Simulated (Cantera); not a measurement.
Charge: 1 mol SiC, 0.057 mol Si, 0.13 mol H₂, at 1723.15 K.

These are equilibrium values from Cantera (NASA tables, ideal gas, pure condensed phases), not measurements of a reactor. Candidate condensed phases: C, C₆H₆, C₇H₈, C₈H₁₈, Si, SiC; 87 gas species. Mutual solubility and eutectic melting of coexisting phases are not modelled. Gases not in the tables: Si₂H₆ and higher silanes. Rates play no part.

log p: log10 of the partial pressure in bar; n: condensed amount in mol.

```
P (Pa)     log p H₂  log p Si     log p H  log p Si₂C  log p Si₂   log p SiH  n Si(l)  n SiC(s)
-------  ----------  --------  ----------  ----------  ---------  ----------  -------  --------
1             -5.07     -6.01       -6.27       -8.17      -8.33       -8.38   0.0420     1.000
7.20     (withheld)     -6.01  (withheld)       -8.17      -8.33  (withheld)   0.0551     1.000
52            -3.29     -6.01       -5.38       -8.17      -8.33       -7.49   0.0567     1.000
370      (withheld)     -6.01  (withheld)       -8.17      -8.33  (withheld)   0.0570      1.00
2700          -1.57     -6.01       -4.52       -8.17      -8.33       -6.63   0.0570      1.00
19000         -0.72     -6.01       -4.10       -8.17      -8.33       -6.21   0.0570      1.00
140000         0.15     -6.01       -3.67       -8.17      -8.33       -5.78   0.0570     1.000
1000000        1.00     -6.01       -3.24       -8.17      -8.33       -5.35   0.0570     1.000
```

Task: Some entries are withheld; supply them.

Result: 
- 370, log p H₂: -2.43
- 370, log p H: -4.96
- 370, log p SiH: -7.07
- 7.20, log p H₂: -4.16
- 7.20, log p H: -5.82
- 7.20, log p SiH: -7.93
